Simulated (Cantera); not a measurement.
**Equilibrium for hydrogen reduction and annealing atmospheres: Cu2O + H2 + N2**

A closed system holds: 1 mol Cu2O, 2.4 mol H2, 1.2 mol N2, at 22.0 mbar.

Equilibrium computed with Cantera from the NASA thermochemical tables; the gas is ideal and each condensed phase is pure. Candidate condensed phases: Cu, CuO, Cu(OH)2, Cu2O, H2O; 27 gas species. Equilibrium is a limit: real reactors are often held back by kinetics, nucleation or transport.

```
T (K)   x H2   x N2  x H2O      x Cu       x H     x Cu2      x OH  n Cu(s)  n Cu(l)
-----  -----  -----  -----  --------  --------  --------  --------  -------  -------
875    0.389  0.333  0.278  2.28e-12  2.11e-10    <1e-12    <1e-12     2.00        0
975    0.389  0.333  0.278  2.54e-10   4.81e-9    <1e-12  6.23e-12     2.00        0
1075   0.389  0.333  0.278   1.16e-8   6.17e-8    <1e-12  1.67e-10     2.00        0
1175   0.389  0.333  0.278   2.75e-7   5.15e-7  5.81e-12   2.57e-9     2.00        0
1275   0.389  0.333  0.278   3.94e-6   3.10e-6  2.52e-10   2.58e-8     2.00        0
1375   0.389  0.333  0.278   3.74e-5   1.44e-5   6.03e-9   1.85e-7        0     2.00
1475   0.389  0.333  0.278  0.000244   5.45e-5   8.10e-8   1.02e-6        0     2.00
1575   0.388  0.333  0.277   0.00124  0.000175   7.71e-7   4.53e-6        0     2.00
1675   0.387  0.332  0.276   0.00519  0.000487   5.54e-6   1.68e-5        0     1.98
1775   0.381  0.327  0.272    0.0184   0.00120   3.15e-5   5.36e-5        0     1.93
1875   0.365  0.314  0.261    0.0565   0.00267  0.000148  0.000149        0     1.78
1975   0.325  0.281  0.233     0.155   0.00526  0.000586  0.000360        0     1.33
```
x: gas mole fraction; n: condensed amount in mol.

From 875 K to 1275 K the condensed part is Cu(s). From 1375 K to 1975 K the condensed part is Cu(l).
